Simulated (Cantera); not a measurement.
# Thermodynamics of silicon nitride deposition, feed SiH4 + N2

Input: 1 mol SiH4, 3.9 mol N2, held at 652 °C and 94.0 Pa.

Equilibrium computed with Cantera from the NASA thermochemical tables; the gas is ideal and each condensed phase is pure. Candidate condensed phases: Si, Si3N4; 18 gas species. N2 is the only nitrogen source here; it is nearly inert below about 1500 K, so the nitride shown seldom forms there in practice. Rates play no part.

| Property | Result |
|---|---|
| x(N2) | 0.618 |
| x(H2) | 0.382 |
| n(Si3N4(s)) | 0.333 mol |
| gas amount | 5.233 mol |
| log10 activity of Si(s) (absent) | -6.09 |
